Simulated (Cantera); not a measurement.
An isothermal, constant-pressure homogeneous reactor starts with H₂ : O₂ : N₂ = 1.2 : 1 : 2.2 (molar parts), at 1175 K and 90.0 Torr. Integrator tolerance rtol = 1e-08.

Cantera simulation using GRI-Mech 3.0 (53 species, 325 reactions); the numbers are that mechanism's predictions, not measurements. The temperature is held fixed by assumption; the heat of reaction is taken as removed at once.

Problem. What does this change do: temperature 1175 to 800 K?

Solution. 
```tsv
quantity	before	after
x(H₂) at 90.0 s	2.11e-8 (gas-phase equilibrium 2.11e-8)	0.142 (gas-phase equilibrium <1e-12)
x(O₂) at 90.0 s	0.105 (gas-phase equilibrium 0.105)	0.168 (gas-phase equilibrium 0.105)
x(H₂O) at 90.0 s	0.316 (gas-phase equilibrium 0.316)	0.151 (gas-phase equilibrium 0.316)
x(OH) at 90.0 s	5.39e-6 (gas-phase equilibrium 5.39e-6)	2.05e-9 (gas-phase equilibrium 2.22e-9)
x(NO) at 90.0 s	7.37e-6 (gas-phase equilibrium 9.82e-5)	7.45e-10 (gas-phase equilibrium 1.22e-6)
x(N₂O) at 90.0 s	2.24e-9 (gas-phase equilibrium 2.07e-9)	3.86e-10 (gas-phase equilibrium 3.90e-11)
x(H) at 90.0 s	5.18e-11 (gas-phase equilibrium 5.18e-11)	2.67e-8 (gas-phase equilibrium <1e-12)
```
Radical loss at walls, strong at low pressure, is not modelled. Below about 950 K walls govern HO2 and H2O2 in real vessels.
